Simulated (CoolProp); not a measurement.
Cyclohexane along the isobar 4300 kPa: fugacity coefficient from the reference equation and from simpler models built on Tc = 553.6 K, pc = 4081 kPa, ω = 0.209; each cubic takes its own stable root.

Values from CoolProp's reference Helmholtz-energy equation of state, Zhou 2014.

```json
[
 {"T (K)": "384", "phase": "liquid", "reference": "0.05879"},
 {"T (K)": "410.5", "phase": "liquid", "reference": "0.1037"},
 {"T (K)": "437.1", "phase": "liquid", "reference": "0.1673"},
 {"T (K)": "463.6", "phase": "liquid", "reference": "0.2499"},
 {"T (K)": "490.1", "phase": "liquid", "reference": "0.3503"},
 {"T (K)": "516.6", "phase": "liquid", "reference": "0.4650"},
 {"T (K)": "543.2", "phase": "liquid", "reference": "0.5873"},
 {"T (K)": "569.7", "phase": "supercritical", "reference": "0.6812"},
 {"T (K)": "596.2", "phase": "supercritical", "reference": "0.7298"}
]
```

### Question
How far does each simpler model (van der Waals, Redlich-Kwong, Soave-Redlich-Kwong) lie from the reference over these 9 states: mean and median of the absolute difference, and the worst?

### Answer
- van der Waals: mean 67.6 %, median 37.7 %, worst +231.0 % at 384 K and 4300 kPa
- Redlich-Kwong: mean 15.5 %, median 11.8 %, worst +42.6 % at 384 K and 4300 kPa
- Soave-Redlich-Kwong: mean 1.8 %, median 1.9 %, worst +2.5 % at 490.1 K and 4300 kPa
